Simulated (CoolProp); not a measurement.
Properties of propylene along the isotherm 301.85 °C.

Values from CoolProp's reference Helmholtz-energy equation of state, Lemmon 2013.

```csv
p (kPa),phase,Z,cp (kJ/(kg K)),isothermal compressibility (1/MPa),expansivity (1/kK),conductivity (mW/(m K))
683,gas,0.9894,2.511,1.480,1.816,55.1
1370,gas,0.9791,2.528,0.7452,1.896,56.5
2050,gas,0.9690,2.546,0.5028,1.977,57.6
2730,gas,0.9593,2.564,[?],[?],58.6
3420,gas,0.9498,2.584,0.3068,2.145,59.5
4100,gas,0.9406,2.603,0.2579,[?],60.3
4780,supercritical,0.9319,2.624,0.2228,2.316,61.0
5470,supercritical,0.9233,2.645,0.1960,2.403,61.6
6150,supercritical,0.9152,2.667,0.1753,[?],62.2
6830,supercritical,0.9075,2.688,[?],2.574,62.7
```

Question: Complete the blanks.

Answer: 
- 2730, isothermal compressibility (1/MPa): 0.3810
- 2730, expansivity (1/kK): 2.060
- 4100, expansivity (1/kK): 2.230
- 6150, expansivity (1/kK): 2.489
- 6830, isothermal compressibility (1/MPa): 0.1586

Thermal conductivity comes from a separate model (Huber 2003), an estimate that may be off by 10 % or more.
